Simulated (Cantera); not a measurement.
Feed: 1 mol SiC, 1 mol O2, 530 mol H2, 1.4 mol CO2, held at 1650 K and 0.470 Pa.

Cantera equilibrium calculation (NASA polynomials, part measured and part estimated; ideal gas, pure solids and liquids). Candidate condensed phases: C, C6H6, C7H8, C8H18, H2O, Si, SiC, SiO2; 123 gas species. Kinetics and transport are ignored.

Base state: H2 0.950, H 0.0408, CO 0.00440, H2O 0.00256, SiO 0.00184 (mole fractions); condensed: gas only.

Question: What changes in the equilibrium state with this change: pressure from 0.470 Pa to 210 Pa?

Answer: 
```
species   before    after
-------  -------  -------
H2         0.950    0.989
CO       0.00440  0.00449
H2O      0.00256  0.00262
H         0.0408  0.00197
SiO      0.00184  0.00187
```
